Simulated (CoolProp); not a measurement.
Vapour-liquid equilibrium of R13 (1) + isobutane (2) at -21.25 °C; x and y are mole fractions of (1).

The numbers come from the multi-fluid Helmholtz-energy mixture model, Platzer 1990 and Bücker 2006; pair parameters Bell 2016 in CoolProp. This equation is an older, rougher fit; its heat capacities, sound speeds and derivatives of the liquid may be far off and weren't checked against measurements.

```csv
x,"bubble pressure, mixture model (kPa)","bubble pressure, Raoult's law (kPa)","y, mixture model","y, Raoult's law"
0.05,150.5,120.3,0.550,0.457
0.2,357.5,275.1,?,0.800
0.35,?,430.0,?,0.896
0.5,650.9,584.8,?,0.941
0.65,771.6,739.6,?,0.967
0.8,897.1,894.4,?,0.985
0.95,?,1049,0.990,0.997
```

**Question.** Some entries are withheld; supply them.

**Answer.** 
- 0.2, y, mixture model: 0.823
- 0.35, bubble pressure, mixture model (kPa): 518.6
- 0.35, y, mixture model: 0.888
- 0.5, y, mixture model: 0.921
- 0.65, y, mixture model: 0.944
- 0.8, y, mixture model: 0.966
- 0.95, bubble pressure, mixture model (kPa): 1044

The largest gap from Raoult's law is +30.0 % in bubble pressure, at x = 0.2. No azeotrope shows between x = 0.05 and 0.95.

Pair parameters are fitted to limited data, so mixtures are less certain than the pure fluids. The gap from Raoult's law changes sign with composition, which may be real or a fault of the pair parameters; it wasn't checked against measurements.
